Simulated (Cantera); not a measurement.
A perfectly stirred reactor is fed with C2H4 : H2 = 1 : 9.8 (molar parts), at 101000 Pa; it is held at 1450 K, and followed from long to short residence time.

Cantera simulation using GRI-Mech 3.0 (53 species, 325 reactions); the numbers are that mechanism's predictions, not measurements. GRI-Mech 3.0 was tuned for natural gas; its chemistry of ethylene as a main component is partial and can be far from experiment. GRI-Mech 3.0 stops at C3 and has no aromatics, soot or wall deposition, so with more carbon than oxygen in the feed, carbon stays in small species such as C2H2 where larger ones or solid carbon would form.

Problem. What does this change do: C2H4 1 to 6.6 parts?

Solution. 
```
quantity                 before    after
----------------------  -------  -------
x(C2H4) at τ = 23.0 s   0.00772   0.0500
x(H2) at τ = 23.0 s       0.832    0.515
x(C2H2) at τ = 23.0 s    0.0193    0.201
x(H) at τ = 23.0 s      9.02e-6  7.04e-6
x(CH4) at τ = 23.0 s      0.140    0.233
x(C2H4) at τ = 0.340 s   0.0201   0.0724
x(H2) at τ = 0.340 s      0.881    0.608
x(C2H2) at τ = 0.340 s   0.0428    0.212
x(H) at τ = 0.340 s     1.94e-5  1.50e-5
x(CH4) at τ = 0.340 s    0.0562    0.107
```
